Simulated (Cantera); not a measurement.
An isothermal, constant-pressure homogeneous reactor starts with H2 : O2 : N2 = 0.34 : 1 : 5.8 (molar parts), equivalence ratio 0.17, at 1050 K and 13300 Pa.

Cantera simulation using the H2/O2 subset of GRI-Mech 3.0, which has no nitrogen chemistry; the numbers are that mechanism's predictions, not measurements. The temperature is held fixed by assumption; the heat of reaction is taken as removed at once.

One state of this run: x H2 = 3.61e-10; x O2 = 0.119; x H = 1.11e-12; x H2O = 0.0488; x OH = 4.91e-7; x H2O2 = 8.68e-11. x: mole fraction; the columns are a selection and need not sum to one.

**Question.** Which value of t (s) does it belong to?
A) 30.0
B) 0.000472
C) 0.262
D) 6.18

**Answer.** A, 30.0
